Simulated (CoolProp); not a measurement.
C3F8 (R218) along the isobar 6.7 bar: density (kg/m³) from the reference equation and from simpler models built on Tc = 345.0 K, pc = 26.40 bar, ω = 0.317; each cubic takes its own stable root.

Values from CoolProp's reference Helmholtz-energy equation of state, Lemmon 2006. It is a short technical equation, of lower accuracy than the large ones.

```tsv
T (K)	phase	reference	Redlich-Kwong	Peng-Robinson
143.3	liquid	1946	1768	2021
164.3	liquid	1873	1711	1971
185.3	liquid	1800	1648	1914
206.3	liquid	1726	1577	1847
227.3	liquid	1649	1498	1770
248.3	liquid	1567	1407	1678
269.3	liquid	1475	1300	1565
290.3	gas	64.30	62.20	64.33
311.3	gas	56.38	55.80	57.00
332.3	gas	50.90	50.86	51.56
353.3	gas	46.70	46.88	47.28
374.3	gas	43.30	43.57	43.79
395.3	gas	40.46	40.76	40.85
416.3	gas	38.03	38.33	38.34
```
